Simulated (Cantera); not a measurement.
# Counterflow diffusion flame

A counterflow diffusion flame at 0.940 bar, nozzles 20 mm apart: fuel side CH3OH = 1 (molar parts) at 575 K, oxidiser side O2 : N2 = 0.26 : 0.74 (molar parts) at 773 K, fuel mass flux 1.4 times the oxidiser's; mixture-averaged transport, no radiation.

Cantera simulation using GRI-Mech 3.0 (53 species, 325 reactions); the numbers are that mechanism's predictions, not measurements. GRI-Mech 3.0 was tuned for natural gas; its chemistry of methanol as a main component is partial and can be far from experiment. GRI-Mech 3.0 has no aromatics or soot, which form on the fuel side of real flames. The maximum strain rate includes the flame's own expansion and is several times the mean.

```tsv
oxidiser flux (kg/m²/s)	max strain (1/s)	mean strain (1/s)	T max (K)	peak x OH	peak x H	peak x NO	peak x CO	peak x C2H2
0.23	235	52.6	2418	0.0183	0.00971	0.000573	0.231	0.000166
0.32	317	73.2	2379	0.0185	0.0107	0.000399	0.229	0.000207
0.43	413	98.4	2343	0.0187	0.0116	0.000290	0.227	0.000252
0.58	542	133	2299	0.0188	0.0126	0.000204	0.225	0.000305
0.79	717	181	2250	0.0186	0.0137	0.000142	0.222	0.000366
1.1	972	252	2196	0.0183	0.0148	9.90e-5	0.219	0.000439
1.5	1300	343	2146	0.0180	0.0158	7.45e-5	0.216	0.000512
2	1690	458	2106	0.0178	0.0169	6.02e-5	0.213	0.000583
2.7	2250	618	2061	0.0173	0.0178	4.87e-5	0.210	0.000647
3.6	2950	824	2015	0.0166	0.0184	3.98e-5	0.207	0.000689
```
x: mole fraction; the columns are a selection and need not sum to one.
